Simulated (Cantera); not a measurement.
A closed system holds: 1 mol CH₂F₂, 0.6 mol H₂, held at 1577 °C and 18.8 Torr.

Equilibrium computed with Cantera from the NASA thermochemical tables; the gas is ideal and each condensed phase is pure. Candidate condensed phases: C, C₆H₆, C₇H₈, C₈H₁₈; 95 gas species. The numbers say what is thermodynamically allowed, not how fast it happens.

Base state: HF 0.769, H₂ 0.230, H 0.00163, C₂H₂ (acetylene) 6.01e-5 (mole fractions); condensed: C(graphite).

Task: What changes in the equilibrium state with this change: temperature from 1577 °C to 3150 °C?

Result: 
| species | before | after |
|---|---|---|
| H | 0.00163 | 0.386 |
| HF | 0.769 | 0.369 |
| F | 1.16e-6 | 0.113 |
| H₂ | 0.230 | 0.0153 |
| C₃ | <1e-9 | 0.0546 |
| C | <1e-9 | 0.0303 |
| C₂ | <1e-9 | 0.0137 |
| CF | 2.42e-9 | 0.0123 |
| C₂H | 4.60e-9 | 0.00397 |
| C₅ | <1e-9 | 0.000598 |
| C(graphite), mol | 1.000 | 0 |

Task: What changes in the equilibrium state with this change: temperature from 1577 °C to 1950 °C?

Result: 
| species | before | after |
|---|---|---|
| HF | 0.769 | 0.762 |
| H₂ | 0.230 | 0.219 |
| H | 0.00163 | 0.0189 |
| F | 1.16e-6 | 6.13e-5 |
| C₂H₂ (acetylene) | 6.01e-5 | 0.000634 |
| C(graphite), mol | 1.000 | 0.997 |
